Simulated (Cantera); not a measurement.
A closed system holds: 1 mol Fe(CO)5, 4.1 mol CO, 68 mol N2, equilibrated at 1375 K.

These are equilibrium values from Cantera (NASA tables, ideal gas, pure condensed phases), not measurements of a reactor. Candidate condensed phases: C, Fe, Fe(CO)5, FeO, Fe2O3, Fe3O4; 27 gas species. Kinetics and transport are ignored.

At 0.000100 bar, list the 3 most abundant gas species with their mole fractions, and the condensed phases.

N2 0.882, CO 0.118, Fe 8.21e-5. Condensed: Fe(γ).
